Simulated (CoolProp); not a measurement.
Vapour pressure (MPa) of R152A: the reference equation beside estimates from Tc = 386.4 K, pc = 4.517 MPa, ω = 0.275.

The numbers come from the reference Helmholtz-energy equation of state, Outcalt 1996 in CoolProp. It is a modified Benedict-Webb-Rubin equation, recast in Helmholtz form.

| T (K) | reference | van der Waals | Redlich-Kwong | Soave-Redlich-Kwong | Peng-Robinson |
|---|---|---|---|---|---|
| 240.2 | 0.06709 | 0.4799 | 0.1329 | 0.06569 | 0.06671 |
| 251 | 0.1100 | 0.6114 | 0.2032 | 0.1086 | 0.1094 |
| 261.7 | 0.1715 | 0.7634 | 0.2970 | 0.1705 | 0.1707 |
| 272.5 | 0.2579 | 0.9402 | 0.4203 | 0.2580 | 0.2570 |
| 283.2 | 0.3734 | 1.140 | 0.5752 | 0.3755 | 0.3725 |
| 293.9 | 0.5248 | 1.365 | 0.7668 | 0.5300 | 0.5244 |
| 304.7 | 0.7209 | 1.619 | 1.002 | 0.7305 | 0.7215 |
| 315.4 | 0.9651 | 1.899 | 1.279 | 0.9806 | 0.9676 |
| 326.2 | 1.270 | 2.210 | 1.609 | 1.293 | 1.275 |
| 336.9 | 1.638 | 2.548 | 1.988 | 1.669 | 1.647 |
| 347.7 | 2.085 | 2.920 | 2.426 | 2.124 | 2.100 |
| 358.4 | 2.613 | 3.319 | 2.921 | 2.659 | 2.634 |
| 369.1 | 3.239 | 3.750 | 3.477 | 3.285 | 3.265 |
| 379.9 | 3.989 | 4.218 | 4.105 | 4.020 | 4.010 |

Absolute difference from the reference over all 14 rows, mean and median: van der Waals 177.6 and 110.7 %, Redlich-Kwong 41.2 and 35.8 %, Soave-Redlich-Kwong 1.3 and 1.4 %, Peng-Robinson 0.5 and 0.5 %.
